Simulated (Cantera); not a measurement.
Feed: 1 mol C6H6, 0.22 mol O2, at 1300 K.

Cantera equilibrium calculation (NASA polynomials, part measured and part estimated; ideal gas, pure solids and liquids). Candidate condensed phases: C, C6H6, C7H8, C8H18, H2O; 110 gas species. The ideal-gas law is rough above about 30 bar. Rates play no part.

log p: log10 of the partial pressure in bar; n: condensed amount in mol.

```csv
P (Pa),log p H2,log p CH4,log p CO,log p H2O,log p CO2,log p C2H6,n C(graphite)
10,-4.06,-10.22,-4.89,-10.99,-12.07,<-16,5.56
56,-3.31,-8.73,-4.14,-9.50,-10.58,<-15,5.56
320,-2.55,-7.21,-3.39,-7.98,-9.06,<-14,5.56
1800,-1.80,-5.71,-2.64,-6.48,-7.56,[?],5.56
10000,-1.06,-4.22,-1.89,-4.99,-6.07,[?],5.56
56000,-0.31,-2.73,-1.15,-3.50,-4.58,[?],5.55
320000,0.44,-1.23,-0.39,-2.00,-3.07,[?],5.51
1800000,1.14,0.19,0.34,-0.55,-1.60,[?],5.35
10000000,1.76,1.42,1.02,0.74,-0.26,[?],5.04
```

Q: What belongs in the gaps?

A: 
- 1800, log p C2H6: -12.49
- 10000, log p C2H6: -10.25
- 56000, log p C2H6: -8.01
- 320000, log p C2H6: -5.77
- 1800000, log p C2H6: -3.64
- 10000000, log p C2H6: -1.79
